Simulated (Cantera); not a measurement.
Mixture: CO : H2 : O2 : N2 : H2O = 1 : 0.15 : 0.442 : 1.66 : 0.15 (molar parts), at 0.415 atm, adiabatic and at constant volume. Ignition delay is the time to a rise of 400 K.

Model: GRI-Mech 3.0 (53 species, 325 reactions), integrated in Cantera. Where the delays flatten at high temperature, the 400 K rule measures the pace of heat release, not the induction time.

### Question
Predict: delay at 1275 K; delay at 1375 K; delay at 1475 K; delay at 1575 K; delay at 1675 K.

### Answer
delay at 1275 K: 0.171 ms
delay at 1375 K: 0.134 ms
delay at 1475 K: 0.117 ms
delay at 1575 K: 0.113 ms
delay at 1675 K: 0.119 ms
